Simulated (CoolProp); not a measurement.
A simple Rankine cycle with water: condensing at 318.15 K, boiler at 14.8 MPa, turbine inlet 619.4 K, turbine efficiency 0.7, pump efficiency 0.8, no recuperator. Each further row changes one setting.

The numbers come from the reference Helmholtz-energy equation of state, Wagner 2002 in CoolProp.

| case | thermal efficiency (%) | net work (kJ/kg) | heat in (kJ/kg) | turbine exit temperature (K) | volume ratio over the turbine |
|---|---|---|---|---|---|
| as stated | 26.6 | 657 | 2470 | 318.1 | (withheld) |
| turbine inlet 639.4 K | 27.1 | 707 | 2610 | 318.1 | 900 |
| condensing temperature 310.15 K | 27.4 | 684 | (withheld) | 310.2 | 1510 |
| boiler pressure 10.4 MPa | (withheld) | 713 | 2690 | 318.1 | 603 |
| turbine efficiency 0.6 | 22.7 | 560 | 2470 | 318.1 | 1070 |

### Question
What belongs in the gaps?

### Answer

- as stated, volume ratio over the turbine: 1020
- condensing temperature 310.15 K, heat in (kJ/kg): 2500
- boiler pressure 10.4 MPa, thermal efficiency (%): 26.5

The expansion ends wet for: as stated; turbine inlet 639.4 K; condensing temperature 310.15 K; boiler pressure 10.4 MPa; turbine efficiency 0.6.
